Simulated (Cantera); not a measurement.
Input: 1 mol S, 0.6 mol H₂O, at 21.0 mbar.

These are equilibrium values from Cantera (NASA tables, ideal gas, pure condensed phases), not measurements of a reactor. Equilibrium is a limit: real reactors are often held back by kinetics, nucleation or transport. All values below are at 1927 °C.

```csv
species,before,after
S₂,0.254,0.748
H₂,0.276,0.0674
S,0.0364,0.0625
H₂O,0.166,0.0120
SO₂,0.0976,0.0148
H,0.0204,0.0101
SO,0.110,0.0561
SH,0.0283,0.0240
O₂,2.23e-5,1.97e-6
OH,0.00171,0.000251
O,8.82e-5,2.62e-5
H₂S,0.00727,0.00304
S₂O,0.00191,0.00167
```
Gas species are given as mole fractions.

### Question
Which change was made?
A) H₂O from 0.6 to 0.06 mol
B) H₂O from 0.6 to 0.13 mol
C) pressure from 21.0 mbar to 1 atm
D) H₂O from 0.6 to 1.7 mol

### Answer
A, H₂O from 0.6 to 0.06 mol
